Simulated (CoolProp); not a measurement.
Benzene along the isobar 4.49 MPa: Z from the reference equation and from simpler models built on Tc = 562.0 K, pc = 4.906 MPa, ω = 0.211; each cubic takes its own stable root.

Computed with CoolProp (reference Helmholtz-energy equation of state, Thol 2012).

| T (K) | phase | reference | van der Waals | Soave-Redlich-Kwong | Peng-Robinson |
|---|---|---|---|---|---|
| 293.1 | liquid | 0.1631 | 0.2673 | 0.1788 | 0.1589 |
| 310 | liquid | 0.1573 | 0.2568 | 0.1719 | 0.1527 |
| 326.9 | liquid | 0.1523 | 0.2477 | 0.1660 | 0.1473 |
| 343.7 | liquid | 0.1480 | 0.2398 | 0.1610 | 0.1428 |
| 360.6 | liquid | 0.1443 | 0.2330 | 0.1568 | 0.1390 |
| 377.4 | liquid | 0.1411 | 0.2272 | 0.1534 | 0.1358 |
| 394.3 | liquid | 0.1384 | 0.2223 | 0.1506 | 0.1333 |
| 411.2 | liquid | 0.1363 | 0.2184 | 0.1486 | 0.1314 |
| 428 | liquid | 0.1346 | 0.2153 | 0.1474 | 0.1303 |
